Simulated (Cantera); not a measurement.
A Cantera script and its output.

```python
import numpy as np
import cantera as ct

gas = ct.Solution("gri30.yaml")
gas.TPX = 1600, 1333, {'C2H6': 1, 'N2': 37}
reactor = ct.IdealGasConstPressureReactor(gas, energy="off", clone=False)
net = ct.ReactorNet([reactor])
net.rtol, net.atol = 1e-08, 1e-18
show = ['C2H6', 'C2H2', 'CH3', 'C2H4', 'H2']
times = np.geomspace(1e-06, 8, 14)

steps = ct.SolutionArray(gas, extra=["t"])
rows = []
print(f"{'t/s':>10s}{'T/K':>9s}{'P/Pa':>11s}" + "".join(f"{s:>11s}" for s in show))
for t in times:
    while net.time < t:
        t_next = net.step()
        steps.append(gas.state, t=t_next)
    rows.append([np.interp(t, steps.t, y) for y in (steps.T, steps.P, *steps(*show).X.T)])
    print(f"{t:10.3e}{rows[-1][0]:9.1f}{rows[-1][1]:11.4g}" + "".join(f"{x:11.3e}" for x in rows[-1][2:]))
rate = np.gradient(steps.T, steps.t)
print("integrator steps:", len(steps.t))
if steps.T.max() > steps.T[0] + 200:
    print(f"time of steepest temperature rise: {steps.t[rate.argmax()]:.4e} s")
gas.TPX = 1600, 1333, {'C2H6': 1, 'N2': 37}
gas.equilibrate("TP")
print(f"equilibrium (TP): T = {gas.T:.1f} K  " + "  ".join(f"{s} {gas[s].X[0]:.3e}" for s in show))
```

Output:

```
       t/s      T/K       P/Pa       C2H6       C2H2        CH3       C2H4         H2
 1.000e-06   1600.0       1333  2.631e-02  6.521e-17  1.132e-05  5.439e-11  9.457e-11
 3.396e-06   1600.0       1333  2.630e-02  3.216e-15  3.844e-05  8.358e-10  1.085e-09
 1.153e-05   1600.0       1333  2.625e-02  2.116e-13  1.303e-04  1.752e-08  1.319e-08
 3.918e-05   1600.0       1333  2.609e-02  1.966e-11  4.394e-04  4.921e-07  2.666e-07
 1.331e-04   1600.0       1333  2.552e-02  3.212e-09  1.449e-03  1.738e-05  1.313e-05
 4.519e-04   1600.0       1333  2.298e-02  2.988e-06  4.297e-03  7.190e-04  6.750e-04
 1.535e-03   1600.0       1333  1.088e-02  7.747e-04  8.503e-03  8.393e-03  8.980e-03
 5.213e-03   1600.0       1333  3.080e-04  1.115e-02  2.799e-03  9.404e-03  2.853e-02
 1.770e-02   1600.0       1333  1.193e-05  1.949e-02  6.774e-04  2.536e-03  3.860e-02
 6.013e-02   1600.0       1333  2.941e-06  2.209e-02  2.993e-04  3.746e-04  4.198e-02
 2.042e-01   1600.0       1333  9.768e-07  2.275e-02  1.589e-04  6.184e-05  4.332e-02
 6.935e-01   1600.0       1333  4.187e-07  2.317e-02  1.005e-04  2.714e-05  4.450e-02
 2.355e+00   1600.0       1333  1.967e-07  2.379e-02  6.967e-05  1.303e-05  4.636e-02
 8.000e+00   1600.0       1333  4.065e-08  2.452e-02  3.275e-05  3.881e-06  4.854e-02
integrator steps: 1221
equilibrium (TP): T = 1600.0 K  C2H6 1.180e-12  C2H2 5.703e-03  CH3 1.493e-07  C2H4 4.192e-07  H2 4.994e-02
```

Computed with Cantera and GRI-Mech 3.0 (53 species, 325 reactions). GRI-Mech 3.0 stops at C3 and has no aromatics, soot or wall deposition, so with more carbon than oxygen in the feed, carbon stays in small species such as C2H2 where larger ones or solid carbon would form. Radical loss at walls, strong at low pressure, is not modelled.
